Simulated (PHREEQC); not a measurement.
**Copper plating or etch bath: speciation**

Dissolve 13 mmol/kgw Cu(NO3)2 and 0.62 mmol/kgw FeCl3 at 25 °C. Closed to the air; pH follows from the charge balance.

Computed with PHREEQC (ion-association model, phreeqc.dat).

No solid was allowed to form.

Q: Predict the pH.

A: pH 3.23.

Q: In which forms is Cl present?

A: Cl- 98 %, CuCl+ 1.7 % of the Cl.

Examples of supersaturated solids here: Hematite (slow to form), Goethite (slow to form). Others may be too. Complexes and solids missing from the database can't appear.
